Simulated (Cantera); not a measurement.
A perfectly stirred reactor is fed with 84.5 % NO, 15.5 % N₂, at 1.10 bar; it is held at 1975 K, and followed from long to short residence time.

Computed with Cantera and GRI-Mech 3.0 (53 species, 325 reactions).

**Question.** Predict: x(NO) at τ = 0.650 s; x(O₂) at τ = 0.650 s; x(N₂) at τ = 0.650 s; x(NO₂) at τ = 0.650 s; x(O) at τ = 0.650 s; x(NO) at τ = 15.0 ms; x(O₂) at τ = 15.0 ms; x(N₂) at τ = 15.0 ms; x(NO₂) at τ = 15.0 ms; x(O) at τ = 15.0 ms.

**Answer.** 
```
Property                 Result
---------------------  --------
x(NO) at τ = 0.650 s      0.423
x(O₂) at τ = 0.650 s      0.210
x(N₂) at τ = 0.650 s      0.366
x(NO₂) at τ = 0.650 s  0.000804
x(O) at τ = 0.650 s    0.000248
x(NO) at τ = 15.0 ms      0.821
x(O₂) at τ = 15.0 ms     0.0117
x(N₂) at τ = 15.0 ms      0.167
x(NO₂) at τ = 15.0 ms  0.000508
x(O) at τ = 15.0 ms     8.74e-5
```
